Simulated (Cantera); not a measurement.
Mixture: CH₄ : O₂ : N₂ = 1 : 2.63 : 11.8 (molar parts), equivalence ratio 0.76, at 10.0 bar, adiabatic and at constant volume. Ignition delay is the time to a rise of 400 K.

Computed with Cantera and GRI-Mech 3.0 (53 species, 325 reactions).

Question: What does this change do: N2 11.8 to 30 parts?

Answer: 
```csv
quantity,before,after
delay at 1123 K,12.8 ms,30.9 ms
delay at 1173 K,6.59 ms,16.3 ms
delay at 1223 K,3.54 ms,8.99 ms
delay at 1273 K,1.96 ms,5.08 ms
delay at 1323 K,1.12 ms,2.93 ms
delay at 1373 K,0.655 ms,1.72 ms
apparent activation energy between 1273 and 1373 K,160 kJ/mol,160 kJ/mol
```
